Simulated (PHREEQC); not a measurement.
Model water analysis in mmol/kgw, 20 °C, pH 6.91, pe 11.9: Na 0.3; K 0.0107; Ca 0.391; Mg 0.247; Cl 0.634; S(6) 0.118; Alkalinity (meq/kgw) 0.71; Si 0.0157; B 0.00862; Cd 0.00129; Br 0.000841.

Valence states are taken as typed.

The numbers come from PHREEQC with the ion-association model, phreeqc.dat.

```json
[
 {"quantity": "HCO3- (mol/kgw)", "before": "0.000705", "after": "0.000704"},
 {"quantity": "CO2 (mol/kgw)", "before": "0.000198", "after": "9.93e-5"},
 {"quantity": "SO4-2 (mol/kgw)", "before": "0.000110", "after": "0.000110"},
 {"quantity": "Cd+2 (mol/kgw)", "before": "1.19e-6", "after": "1.19e-6"},
 {"quantity": "CO3-2 (mol/kgw)", "before": "2.82e-7", "after": "5.61e-7"},
 {"quantity": "H2BO3- (mol/kgw)", "before": "3.86e-8", "after": "7.66e-8"},
 {"quantity": "SI of Otavite (CdCO3)", "before": "-0.56", "after": "-0.26"},
 {"quantity": "SI of Quartz (SiO2)", "before": "-0.75", "after": "-0.75"}
]
```

Name the change that produced these shifts.
(A) all concentrations times 4 at the same typed pH
(B) S(6) from 0.118 to 0.236 mmol/kgw
(C) pH from 6.91 to 7.21 at the same alkalinity

C, pH from 6.91 to 7.21 at the same alkalinity

Precipitation was switched off in this run.
